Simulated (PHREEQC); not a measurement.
**Phosphoric acid bath with hard or scaling water: an equilibrium model**

Solution A (3.4 mmol/kgw NaH2PO4, 58 mmol/kgw H2SO4 and 0.00037 mmol/kgw H4SiO4) is mixed with solution B (0.32 mmol/kgw Ca(HCO3)2, 0.88 mmol/kgw CO2 and 0.00033 mmol/kgw H4SiO4) at 25 °C; shares are by mass of water, 1 kg in all. Oxygen alone is held at its pressure in air (log pO2 = -0.68). The system is closed to CO2. Only these solids could form: Calcite, Gypsum, Portlandite, Hydroxyapatite, SiO2(a), Mirabilite, Nahcolite, Natron.

All values are PHREEQC results (ion-association model, wateq4f.dat), not measurements.

```json
[
 {"share of solution B": "0", "pH": "1.23", "Ca+2 (mol/kgw)": "0", "CO2 (mol/kgw)": "0", "H3PO4 (mol/kgw)": "0.00296", "HSO4- (mol/kgw)": "0.0427"},
 {"share of solution B": "0.1", "pH": "1.27", "Ca+2 (mol/kgw)": "1.93e-5", "CO2 (mol/kgw)": "0.000152", "H3PO4 (mol/kgw)": "0.00263", "HSO4- (mol/kgw)": "0.0377"},
 {"share of solution B": "0.2", "pH": "1.32", "Ca+2 (mol/kgw)": "3.91e-5", "CO2 (mol/kgw)": "0.000304", "H3PO4 (mol/kgw)": "0.00231", "HSO4- (mol/kgw)": "0.0328"},
 {"share of solution B": "0.3", "pH": "1.37", "Ca+2 (mol/kgw)": "5.95e-5", "CO2 (mol/kgw)": "0.000456", "H3PO4 (mol/kgw)": "0.00199", "HSO4- (mol/kgw)": "0.0279"},
 {"share of solution B": "0.4", "pH": "1.42", "Ca+2 (mol/kgw)": "8.07e-5", "CO2 (mol/kgw)": "0.000608", "H3PO4 (mol/kgw)": "0.00167", "HSO4- (mol/kgw)": "0.0231"},
 {"share of solution B": "0.5", "pH": "1.49", "Ca+2 (mol/kgw)": "0.000103", "CO2 (mol/kgw)": "0.000760", "H3PO4 (mol/kgw)": "0.00135", "HSO4- (mol/kgw)": "0.0185"},
 {"share of solution B": "0.6", "pH": "1.57", "Ca+2 (mol/kgw)": "0.000126", "CO2 (mol/kgw)": "0.000912", "H3PO4 (mol/kgw)": "0.00104", "HSO4- (mol/kgw)": "0.0139"},
 {"share of solution B": "0.7", "pH": "1.68", "Ca+2 (mol/kgw)": "0.000152", "CO2 (mol/kgw)": "0.00106", "H3PO4 (mol/kgw)": "0.000736", "HSO4- (mol/kgw)": "0.00958"},
 {"share of solution B": "0.8", "pH": "1.83", "Ca+2 (mol/kgw)": "0.000181", "CO2 (mol/kgw)": "0.00122", "H3PO4 (mol/kgw)": "0.000443", "HSO4- (mol/kgw)": "0.00554"},
 {"share of solution B": "0.9", "pH": "2.10", "Ca+2 (mol/kgw)": "0.000219", "CO2 (mol/kgw)": "0.00137", "H3PO4 (mol/kgw)": "0.000173", "HSO4- (mol/kgw)": "0.00203"},
 {"share of solution B": "1", "pH": "6.20", "Ca+2 (mol/kgw)": "0.000318", "CO2 (mol/kgw)": "0.000879", "H3PO4 (mol/kgw)": "0", "HSO4- (mol/kgw)": "0"}
]
```

H3PO4, which wateq4f.dat lacks, is added to it with the constant of phreeqc.dat.
